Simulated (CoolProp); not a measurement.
Model: reference Helmholtz-energy equation of state, Lemmon 2006, in CoolProp. It is a short technical equation, of lower accuracy than the large ones.

Task: For C2F6 (R116), give the phase and the conductivity (mW/(m K)), Prandtl number, fugacity coefficient at 278.8 K and 7930 kPa.

Result: 
- 278.8 K and 7930 kPa: liquid; conductivity 51.8, Prandtl number 3.13, fugacity coefficient 0.261

Viscosity comes from a separate model (Huber 2003), an estimate that may be off by 10 % or more. Thermal conductivity comes from a separate model (Huber 2003), an estimate that may be off by 10 % or more.
